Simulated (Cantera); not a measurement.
What does this Cantera script print?

```python
import numpy as np
import cantera as ct

gas_names = """
    CL CL2 H HCL H2 N NH NH2 NH3 N2 N2H2 N2H4 Si SiCL SiCL2 SiCL3 SiCL4 SiH SiHCL3 SiH2 SiH2CL2 SiH3
    SiH3CL SiH4 SiN Si2 Si2N Si3
""".split()
cond_names = """
    NH4CL(a) NH4CL(b) Si(cr) Si(L) Si3N4(a)
""".split()


# ... load() reads the species with a 1 bar reference pressure and builds the phases ...
atoms = {
    'SiCl4': {'Si': 1, 'CL': 4},
    'NH3': {'N': 1, 'H': 3},
    'N2': {'N': 2},
}
top_T = {'Si3N4(a)': 2400}  # K; cautious upper limits of use, not melting points


# ... equilibrate(T, P, feed) seeds the gas with the atoms and calls Mixture.equilibrate('TP', solver="vcs", rtol=1e-11, max_steps=5000) ...
results = []
feed = {'SiCl4': 1, 'NH3': 0.69, 'N2': 12}  # mol
T = 1998.15  # K
P = 1000  # Pa
mix = equilibrate(T, P, feed)
results.append((T, P, feed, dict(zip(mix.species_names, mix.species_moles))))
print(gas.report(threshold=0.001))
for i in range(1, mix.n_phases):
    print(f"{mix.phase(i).name:16s} {mix.phase_moles(i):12.5e} mol")
```

Output:

```
       temperature   1998.2 K
          pressure   1000 Pa
           density   0.002012 kg/m^3
  mean mol. weight   33.427 kg/kmol
   phase of matter   gas

                          1 kg             1 kmol
                     ---------------   ---------------
          enthalpy        1.1576e+06        3.8696e+07  J
   internal energy        6.6063e+05        2.2083e+07  J
           entropy            9071.7        3.0324e+05  J/K
    Gibbs function       -1.6969e+07       -5.6721e+08  J
 heat capacity c_p              1112             37169  J/K
 heat capacity c_v            863.22             28855  J/K

                      mass frac. Y      mole frac. X     chem. pot. / RT
                     ---------------   ---------------   ---------------
                CL          0.014991          0.014135           -24.262
                 H        4.6554e-05         0.0015438           -14.383
               HCL            0.1239            0.1136           -38.645
                H2        0.00055744         0.0092427           -28.767
                N2           0.66788           0.79692            -31.77
             SiCL2           0.18487           0.06243           -58.387
             SiCL3         0.0068614         0.0017061           -82.649
     [  +21 minor]        0.00089231        0.00042234

Si(L)             0.00000e+00 mol
Si3N4(a)          0.00000e+00 mol
```

Method: chemical equilibrium by Gibbs-energy minimisation in Cantera with the NASA 1993 tables (ideal gas, pure condensed phases). The tables' values for SiCl3, SiCl are old estimates; treat these amounts as uncertain.
